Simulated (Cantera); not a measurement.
An adiabatic, constant-pressure homogeneous reactor starts with CH4 : H2 : O2 : N2 = 1 : 1.4 : 1.99 : 7.47 (molar parts), equivalence ratio 1.4, at 1625 K and 20.0 bar.

Model: GRI-Mech 3.0 (53 species, 325 reactions), integrated in Cantera. The pressure lies above the range GRI-Mech 3.0 was tuned for (to about 10 atm). Above 3000 K some thermodynamic fits are extrapolated.

Task: Predict: time of steepest temperature rise; temperature at 3.00 s; equilibrium temperature; x(H2) at 3.00 s; x(O2) at 3.00 s; x(HCO) at 3.00 s; x(CH2O) at 3.00 s; x(O) at 3.00 s.

Result: 
* **time of steepest temperature rise**: 5.30 µs
* **temperature at 3.00 s**: 3042 K
* **equilibrium temperature**: 3042 K
* **x(H2) at 3.00 s**: 0.0665 (gas-phase equilibrium 0.0665)
* **x(O2) at 3.00 s**: 0.00128 (gas-phase equilibrium 0.00128)
* **x(HCO) at 3.00 s**: 8.95e-7 (gas-phase equilibrium 8.95e-7)
* **x(CH2O) at 3.00 s**: 3.17e-8 (gas-phase equilibrium 3.17e-8)
* **x(O) at 3.00 s**: 0.00105 (gas-phase equilibrium 0.00105)
